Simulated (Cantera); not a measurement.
# Ignition delay

Mixture: 7.32 % CH4, 19.5 % O2, 73.2 % N2, at 1.01 bar, adiabatic and at constant volume. Ignition delay is the time to a rise of 400 K.

Model: GRI-Mech 3.0 (53 species, 325 reactions), integrated in Cantera.

| T0 (K) | delay (ms) |
|---|---|
| 1025 | 593 |
| 1100 | 170 |
| 1175 | 53.7 |
| 1250 | 18.5 |
| 1325 | 6.95 |
| 1400 | 2.84 |
| 1475 | 1.27 |
| 1550 | 0.626 |
| 1625 | 0.336 |

```json
{
  "apparent activation energy between 1475 and 1625 K": "180 kJ/mol"
}
```
